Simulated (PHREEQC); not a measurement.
3 g of hydrous ferric oxide (600 m²/g; 0.2 weak and 0.005 strong sites per Fe, Dzombak-Morel constants, diffuse double layer) in 1 kg of water with 0.01 mol/kgw of an inert sodium salt, at 25 °C; the pH is set by adding NaOH or the inert anion's acid. O2 is buffered at 0.21 atm. The system is closed to CO2. No solid was allowed to form.

Computed with PHREEQC (ion-association model, wateq4f.dat).

Question: Predict surface charge σ (C/m²) at pH = 4.5, 6.5, 8.5, 9, 10.

Answer: 
```csv
pH,surface charge σ (C/m²)
4.5,0.166
6.5,0.031
8.5,-0.005
9,-0.013
10,-0.041
```
